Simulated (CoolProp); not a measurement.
Properties of n-perfluorobutane along the isobar 0.101 MPa (Tc = 386.3 K, pc = 2.322 MPa, ω = 0.372).

The numbers come from the reference Helmholtz-energy equation of state, Gao 2022 in CoolProp.

| T (K) | phase | Z | speed of sound (m/s) | Joule-Thomson coefficient (K/MPa) | isothermal compressibility (1/MPa) | expansivity (1/kK) |
|---|---|---|---|---|---|---|
| 286.1 | gas | 0.9604 | 98.35 | 15.60 | 10.33 | 3.987 |
| 298.1 | gas | 0.9655 | 100.9 | 13.88 | 10.27 | 3.762 |
| 310 | gas | 0.9698 | 103.2 | 12.45 | 10.22 | 3.567 |
| 322 | gas | 0.9735 | 105.6 | 11.23 | 10.18 | 3.393 |
| 334 | gas | 0.9766 | 107.8 | 10.19 | 10.14 | 3.239 |
| 345.9 | gas | 0.9792 | 110.0 | 9.309 | 10.12 | 3.101 |
| 357.9 | gas | 0.9815 | 112.1 | 8.537 | 10.09 | 2.976 |
| 369.8 | gas | 0.9835 | 114.1 | 7.870 | 10.07 | 2.862 |
